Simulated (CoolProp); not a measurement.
A single-stage vapour-compression cycle with the fluid: evaporating at 261.15 K (dew point), condensing at 325.15 K (bubble point), superheat 0 K, subcooling 5 K, compressor efficiency 0.9, no pressure losses. The same conditions are run with several fluids, on thermodynamics alone (safety and materials aside).

Computed with CoolProp (reference Helmholtz-energy equation of state of each fluid (CH2F2 (R32): Tillner-Roth 1997; R227EA: Lemmon 2016; R410A: Lemmon 2003; c-C4F8 (RC318): Platzer 1990; R124: de Vries 1995; R236EA: Rui 2013)). The equations of Platzer and Polt are older, rougher fits. Blends and air are pseudo-pure fits.

Q: Rank CH2F2 (R32), R227EA, R410A, c-C4F8 (RC318), R124, R236EA by cooling COP, highest first.

A: R124 (2.70), R236EA (2.65), CH2F2 (R32) (2.60), R410A (2.45), R227EA (2.27), c-C4F8 (RC318) (2.24)

| fluid | pressure ratio | discharge temperature (K) | refrigerating effect (kJ/kg) | volumetric capacity (kJ/m³) |
|---|---|---|---|---|
| CH2F2 (R32) | 6.05 | 383.0 | 222 | 3290 |
| R227EA | 7.92 | 325.2 | 61.2 | 618 |
| R410A | 6.02 | 357.4 | 138 | 2830 |
| c-C4F8 (RC318) | 8.72 | 325.1 | 54.2 | 406 |
| R124 | 8.07 | 326.6 | 99.6 | 662 |
| R236EA | 10.6 | 325.2 | 100 | 327 |

The compression ends wet for: R227EA; c-C4F8 (RC318); R236EA.
